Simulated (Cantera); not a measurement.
A Cantera script and what it prints.

```python
import numpy as np
import cantera as ct

gas_names = """
    H H2 N NH NH2 NH3 N2 N2H2 N2H4 Si SiH SiH2 SiH3 SiH4 SiN Si2 Si2N Si3
""".split()
cond_names = """
    Si(cr) Si(L) Si3N4(a)
""".split()


def load(file, names, dense=False):
    # The tables refer to 1 bar. Condensed volumes are neglected.
    table = {s.name: s for s in ct.Species.list_from_file(file)}
    out = []
    for n in names:
        d = dict(table[n].input_data)
        d["thermo"] = dict(d["thermo"], **{"reference-pressure": 1e5})
        if dense:
            d["equation-of-state"] = {"model": "constant-volume", "density": "1e6 g/cm^3"}
        out.append(ct.Species.from_dict(d))
    return out


gas = ct.Solution(thermo="ideal-gas", species=load("nasa_gas.yaml", gas_names))
cond = {s.name: ct.Solution(thermo="fixed-stoichiometry", species=[s], name=s.name)
        for s in load("nasa_condensed.yaml", cond_names, dense=True)}
atoms = {
    'Si3N4': {'Si': 3, 'N': 4},
    'H2': {'H': 2},
}
top_T = {'Si3N4(a)': 2400}  # K; cautious upper limits of use, not melting points


def equilibrate(T, P, feed):
    n = {}
    for name, mol in feed.items():
        for a, k in atoms[name].items():
            n[a] = n.get(a, 0.0) + k * mol
    gas.TPX = T, P, n
    mass = sum(n.values()) * gas.mean_molecular_weight
    gas.equilibrate("TP")
    valid = [c for c in cond.values() if c.min_temp <= T <= top_T.get(c.name, c.max_temp)]
    mix = ct.Mixture([(gas, mass / gas.mean_molecular_weight)] + [(c, 0.0) for c in valid])
    mix.T, mix.P = T, P
    mix.equilibrate("TP", solver="vcs", rtol=1e-11, max_steps=5000)
    return mix


results = []
feed = {'Si3N4': 1, 'H2': 9.5}  # mol
P = 1.4  # Pa
for T in [898, 998, 1098, 1198, 1298, 1398, 1498, 1598, 1698, 1798, 1898]:
    mix = equilibrate(T, P, feed)
    results.append((T, P, feed, dict(zip(mix.species_names, mix.species_moles))))

top = {s: max(r[3][s] / sum(r[3][g] for g in gas_names) for r in results) for s in gas_names}
cols = sorted((s for s in top if top[s] > 0.001), key=lambda s: -top[s])[:5]
seen = [c for c in cond_names if any(r[3].get(c, 0) > 1e-12 for r in results)]
print("log10 of partial pressures in bar; condensed amounts in mol")
print(f"{'T/K':>10s}" + "".join(f"{s[:9]:>10s}" for s in cols + seen))
for T, P, feed, n in results:
    ng = sum(n[g] for g in gas_names)
    print(f"{T:10.4g}" + "".join(f"{np.log10(max(n[s] / ng * P / 1e5, 1e-99)):10.3f}" for s in cols)
          + "".join(f"{n.get(c, 0):10.4g}" for c in seen))
```

Result:

```
log10 of partial pressures in bar; condensed amounts in mol
       T/K        H2        Si        N2         H       Si2    Si(cr)     Si(L)  Si3N4(a)
       898    -4.854   -18.410   -13.002   -12.388   -24.462 1.013e-07         0         1
       998    -4.854   -15.798   -10.826   -11.094   -21.057  1.52e-05         0         1
      1098    -4.854   -13.665    -9.049   -10.034   -18.276 0.0009092         0    0.9997
      1198    -4.855   -11.890    -7.572    -9.148   -15.964   0.02731         0    0.9909
      1298    -4.869   -10.391    -6.326    -8.404   -14.011    0.4973         0    0.8342
      1398    -4.937    -9.108    -5.614    -7.794   -12.341     2.999         0         0
      1498    -4.939    -7.998    -5.615    -7.234   -10.898     2.992         0         0
      1598    -4.946    -7.029    -5.619    -6.747    -9.638     2.921         0         0
      1698    -4.975    -6.183    -5.642    -6.327    -8.544         0     2.411         0
      1798    -5.079    -5.562    -5.730    -5.993    -7.834         0         0         0
      1898    -5.130    -5.575    -5.748    -5.672    -8.337         0         0         0
```

Method: chemical equilibrium by Gibbs-energy minimisation in Cantera with the NASA 1993 tables (ideal gas, pure condensed phases). Mutual solubility and eutectic melting of coexisting phases are not modelled. The tables' values for SiN are old estimates; treat these amounts as uncertain. Gases not in the tables: Si2H6 and higher silanes.
